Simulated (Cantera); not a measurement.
Cantera run:

```python
import numpy as np
import cantera as ct

gas_names = """
    F F2 H HF H2 H2F2 H3F3 H4F4 H5F5 H6F6 H7F7 Si SiF SiF2 SiF3 SiF4 SiH SiHF3 SiH2 SiH2F2 SiH3 SiH3F
    SiH4 Si2 Si3
""".split()
cond_names = """
    Si(cr) Si(L)
""".split()


def load(file, names, dense=False):
    # The tables refer to 1 bar. Condensed volumes are neglected.
    table = {s.name: s for s in ct.Species.list_from_file(file)}
    out = []
    for n in names:
        d = dict(table[n].input_data)
        d["thermo"] = dict(d["thermo"], **{"reference-pressure": 1e5})
        if dense:
            d["equation-of-state"] = {"model": "constant-volume", "density": "1e6 g/cm^3"}
        out.append(ct.Species.from_dict(d))
    return out


gas = ct.Solution(thermo="ideal-gas", species=load("nasa_gas.yaml", gas_names))
cond = {s.name: ct.Solution(thermo="fixed-stoichiometry", species=[s], name=s.name)
        for s in load("nasa_condensed.yaml", cond_names, dense=True)}
atoms = {
    'Si': {'Si': 1},
    'F2': {'F': 2},
    'H2': {'H': 2},
}
top_T = {}  # K; cautious upper limits of use, not melting points


def equilibrate(T, P, feed):
    n = {}
    for name, mol in feed.items():
        for a, k in atoms[name].items():
            n[a] = n.get(a, 0.0) + k * mol
    gas.TPX = T, P, n
    mass = sum(n.values()) * gas.mean_molecular_weight
    gas.equilibrate("TP")
    valid = [c for c in cond.values() if c.min_temp <= T <= top_T.get(c.name, c.max_temp)]
    mix = ct.Mixture([(gas, mass / gas.mean_molecular_weight)] + [(c, 0.0) for c in valid])
    mix.T, mix.P = T, P
    mix.equilibrate("TP", solver="vcs", rtol=1e-11, max_steps=5000)
    return mix


results = []
feed = {'Si': 1, 'F2': 3.1, 'H2': 0.2}  # mol
P = 41000  # Pa
for T in [575, 725, 875, 1025, 1175, 1325, 1475, 1625]:
    mix = equilibrate(T, P, feed)
    results.append((T, P, feed, dict(zip(mix.species_names, mix.species_moles))))
    x = sorted(zip(gas.X, gas.species_names), reverse=True)
    print(f"T = {T:g} K  P = {P:g} Pa  gas = {mix.phase_moles(0):.4g} mol")
    print("   x: " + "  ".join(f"{s} {v:.3e}" for v, s in x if v > 1e-06))
    print("   condensed (mol): " + ("  ".join(f"{mix.phase(i).name} {mix.phase_moles(i):.4g}"
          for i in range(1, mix.n_phases) if mix.phase_moles(i) > 1e-12) or "none"))
```

Result:

```
T = 575 K  P = 41000 Pa  gas = 2.3 mol
   x: SiF4 4.348e-01  F2 3.913e-01  HF 1.739e-01  F 6.778e-05  H2F2 6.785e-06
   condensed (mol): none
T = 725 K  P = 41000 Pa  gas = 2.303 mol
   x: SiF4 4.343e-01  F2 3.897e-01  HF 1.737e-01  F 2.276e-03  H2F2 1.871e-06
   condensed (mol): none
T = 875 K  P = 41000 Pa  gas = 2.327 mol
   x: SiF4 4.298e-01  F2 3.754e-01  HF 1.719e-01  F 2.286e-02
   condensed (mol): none
T = 1025 K  P = 41000 Pa  gas = 2.433 mol
   x: SiF4 4.110e-01  F2 3.151e-01  HF 1.644e-01  F 1.096e-01
   condensed (mol): none
T = 1175 K  P = 41000 Pa  gas = 2.693 mol
   x: SiF4 3.713e-01  F 2.920e-01  F2 1.882e-01  HF 1.485e-01
   condensed (mol): none
T = 1325 K  P = 41000 Pa  gas = 2.993 mol
   x: F 4.631e-01  SiF4 3.341e-01  HF 1.336e-01  F2 6.913e-02
   condensed (mol): none
T = 1475 K  P = 41000 Pa  gas = 3.138 mol
   x: F 5.341e-01  SiF4 3.187e-01  HF 1.275e-01  F2 1.975e-02
   condensed (mol): none
T = 1625 K  P = 41000 Pa  gas = 3.181 mol
   x: F 5.538e-01  SiF4 3.144e-01  HF 1.258e-01  F2 6.031e-03
   condensed (mol): none
```

Method: chemical equilibrium by Gibbs-energy minimisation in Cantera with the NASA 1993 tables (ideal gas, pure condensed phases).
